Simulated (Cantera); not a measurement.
Charge: 1 mol Ta(OEt)5, 4.3 mol O2, 7.3 mol H2, held at 1525 K and 75.0 mbar.

Cantera equilibrium calculation (NASA polynomials, part measured and part estimated; ideal gas, pure solids and liquids). Candidate condensed phases: C, C6H6, C7H8, C8H18, H2O, Ta, TaC, Ta2O5; 113 gas species. The feed counts by its element totals alone. Kinetics and transport are ignored.

Base state: H2 0.633, CO 0.330, H2O 0.0309, CO2 0.00598, H 6.88e-5 (mole fractions); condensed: Ta2O5(s).

Q: What changes in the equilibrium state with this change: H2 from 7.3 to 27 mol?

A: 
| species | before | after |
|---|---|---|
| H2 | 0.633 | 0.778 |
| CO | 0.330 | 0.200 |
| H2O | 0.0309 | 0.0203 |
| CO2 | 0.00598 | 0.00194 |
| H | 6.88e-5 | 7.62e-5 |
| Ta2O5(s), mol | 0.500 | 0.500 |
